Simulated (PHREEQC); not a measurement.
Synthetic water in mmol/kgw, 90 °C, pH 8.43, pe 9: Na 0.574; K 0.972; Ca 0.0816; Mg 0.255; Cl 0.55; S(6) 0.473; Alkalinity (meq/kgw) 0.725; Sr 0.00765; O(0) (counted as O atoms) 0.000573; Ni 0.000233.

Na is adjusted to close the charge balance.
Valence states are taken as typed.

Equilibrium calculation in PHREEQC: ion-association model, wateq4f.dat.

```json
{
  "ionic_strength": "0.00277 mol/kgw"
}
```

| species | molality | activity | log γ |
|---|---|---|---|
| K+ | 0.000967 | 0.000904 | -0.029 |
| Na+ | 0.000557 | 0.000522 | -0.029 |
| Cl- | 0.000550 | 0.000515 | -0.029 |
| HCO3- | 0.000547 | 0.000513 | -0.028 |
| SO4-2 | 0.000417 | 0.000321 | -0.113 |
| Mg+2 | 0.000188 | 0.000145 | -0.111 |
| OH- | 0.000107 | 9.99e-5 | -0.029 |
| Ca+2 | 6.93e-5 | 5.35e-5 | -0.113 |
| MgSO4 | 4.32e-5 | 4.32e-5 | 0.000 |
| MgOH+ | 1.87e-5 | 1.76e-5 | -0.028 |
| CO3-2 | 1.31e-5 | 1.01e-5 | -0.112 |
| Sr+2 | 6.46e-6 | 4.99e-6 | -0.112 |
| CaCO3 | 6.08e-6 | 6.09e-6 | 0.000 |

No solid was allowed to form. Away from 25 °C the constants follow the database's enthalpies or fits; those with neither stay at their 25 °C values. The database's nickel carbonate constants are estimates that later reviews lower a good deal.
